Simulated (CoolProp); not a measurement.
A closed Brayton cycle with carbon dioxide: compressor inlet 319.15 K and 8.6 MPa, high pressure 17.7 MPa, turbine inlet 815 K, compressor efficiency 0.8, turbine efficiency 0.85, recuperator effectiveness 0.8 (on enthalpy, no pinch check). Each further row changes one setting.

Model: reference Helmholtz-energy equation of state, Span 1996, in CoolProp.

```json
[
 {"case": "as stated", "thermal efficiency (%)": "23.5", "net work (kJ/kg)": "58.3", "compressor to turbine work": "0.35", "compressor exit (K)": "373.3", "turbine exit (K)": "733.1"},
 {"case": "turbine inlet 765 K", "thermal efficiency (%)": "22.5", "net work (kJ/kg)": "52.1", "compressor to turbine work": "0.38", "compressor exit (K)": "373.3", "turbine exit (K)": "686.0"},
 {"case": "compressor inlet 329.15 K", "thermal efficiency (%)": "22.5", "net work (kJ/kg)": "51.8", "compressor to turbine work": "0.42", "compressor exit (K)": "390.9", "turbine exit (K)": "733.1"},
 {"case": "high pressure 15 MPa", "thermal efficiency (%)": "20.6", "net work (kJ/kg)": "46.8", "compressor to turbine work": "0.33", "compressor exit (K)": "360.6", "turbine exit (K)": "751.5"},
 {"case": "recuperator effectiveness 0.5", "thermal efficiency (%)": "15.5", "net work (kJ/kg)": "58.3", "compressor to turbine work": "0.35", "compressor exit (K)": "373.3", "turbine exit (K)": "733.1"}
]
```
